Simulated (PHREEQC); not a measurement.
Solution (25 °C): 0.0049 mol/kgw MgCl2, 0.019 mol/kgw NaHCO3 and 0.024 mol/kgw MgSO4. Closed to the air; pH follows from the charge balance.

Computed with PHREEQC (ion-association model, phreeqc.dat).

Each row changes one thing in this solution. No solid was allowed to form.

| case | pH | ionic strength (mol/kgw) | Mg+2 (mol/kgw) | SO4-2 (mol/kgw) | MgSO4 (mol/kgw) | MgOH+ (mol/kgw) |
|---|---|---|---|---|---|---|
| as made | 7.84 | 0.0872 | 0.0177 | 0.0141 | 0.00941 | 2.31e-6 |
| MgCl2 from 0.0049 to 0.00098 mol/kgw | 7.87 | 0.0786 | 0.0147 | 0.0147 | 0.00871 | 2.08e-6 |
| NaHCO3 left out | 6.79 | 0.0682 | 0.0183 | 0.0134 | 0.0106 | 2.24e-7 |
| MgSO4 from 0.024 to 0.036 mol/kgw | 7.80 | 0.111 | 0.0234 | 0.0200 | 0.0153 | 2.67e-6 |
